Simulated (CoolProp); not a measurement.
Vapour-liquid equilibrium of hydrogen sulfide (1) + propane (2) at 0.436 bar; x and y are mole fractions of (1).

The numbers come from the multi-fluid Helmholtz-energy mixture model, Lemmon 2006 and Lemmon 2009; pair parameters Kunz 2012 in CoolProp.

| x | bubble temperature, mixture model (K) | bubble temperature, Raoult's law (K) | y, mixture model | y, Raoult's law |
|---|---|---|---|---|
| 0.05 | 206.3 | 212.3 | 0.354 | 0.113 |
| 0.15 | 199.4 | 209.9 | 0.602 | 0.300 |
| 0.25 | 196.8 | 207.9 | 0.682 | 0.449 |
| 0.35 | 195.7 | 206.1 | 0.714 | 0.569 |
| 0.45 | 195.3 | 204.4 | 0.728 | 0.668 |
| 0.55 | 195.2 | 202.9 | 0.734 | 0.751 |
| 0.65 | 195.2 | 201.6 | 0.739 | 0.822 |
| 0.75 | 195.1 | 200.3 | 0.750 | 0.882 |
| 0.85 | 195.3 | 199.2 | 0.782 | 0.934 |
| 0.95 | 196.2 | 198.1 | 0.881 | 0.979 |

The largest gap from Raoult's law is -11.1 K in bubble temperature, at x = 0.25. y crosses x between x = 0.75 and 0.85: the model has an azeotrope there.

The pair parameters rest on a limited set of measurements; away from them the model extrapolates. With so large a gap from Raoult's law the liquid may split in two, which this calculation doesn't test in full.
